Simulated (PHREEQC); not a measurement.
Consider water at 80 °C with 31 mmol/kgw TMAH. Closed to the air; pH follows from the charge balance.

The numbers come from PHREEQC with the ion-association model, phreeqc.dat.

This is a speciation only: nothing precipitates in the calculation.

Task: Estimate the pH.

Result: pH 11.00.

Species that the database lacks are ignored. (CH3)4N+ isn't in the database: it is added as a free cation with an ion size of 4 Å. Constants without temperature data keep their 25 °C values here.
